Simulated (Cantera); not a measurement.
Standard-state values (1 bar) from the NASA 1993 polynomials, evaluated with Cantera. Values are per mole of reaction as written; species without (g) are pure solids or liquids, kept so even where they would boil at 1 bar. VN: taken at fixed stoichiometry.

N2O(g) + V2O3 = 2 O2(g) + 2 VN

| T (K) | ΔH° (kJ) | ΔS° (J/K) | ΔG° (kJ) | log10 K |
|---|---|---|---|---|
| 1548 | 682.5 | 141.5 | 463.4 | -15.64 |
| 1598 | 681.4 | 140.8 | 456.3 | -14.92 |
| 1648 | 680.3 | 140.1 | 449.3 | -14.24 |
| 1698 | (withheld) | (withheld) | (withheld) | (withheld) |
| 1748 | (withheld) | (withheld) | (withheld) | (withheld) |
| 1798 | (withheld) | (withheld) | (withheld) | (withheld) |

Q: Complete the blanks.

A: 
- 1698, ΔH° (kJ): 679.1
- 1698, ΔS° (J/K): 139.5
- 1698, ΔG° (kJ): 442.3
- 1698, log10 K: -13.61
- 1748, ΔH° (kJ): 677.9
- 1748, ΔS° (J/K): 138.8
- 1748, ΔG° (kJ): 435.4
- 1748, log10 K: -13.01
- 1798, ΔH° (kJ): 676.7
- 1798, ΔS° (J/K): 138.1
- 1798, ΔG° (kJ): 428.4
- 1798, log10 K: -12.45
